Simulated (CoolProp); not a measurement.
Properties of R410A along the isobar 0.605 MPa (Tc = 344.5 K, pc = 4.901 MPa, ω = 0.296).

Model: reference Helmholtz-energy equation of state, Lemmon 2003, in CoolProp. It is a pseudo-pure fit of the blend.

```csv
T (K),phase,density (kg/m³),speed of sound (m/s)
228.8,liquid,1328,790.2
253.8,liquid,1243,664.1
278.8,gas,21.27,179.1
303.8,gas,18.83,190.6
328.8,gas,17.02,200.4
353.7,gas,15.60,209.1
378.7,gas,14.42,217.3
403.7,gas,13.43,224.9
428.7,gas,12.58,232.1
453.6,gas,11.84,238.9
```
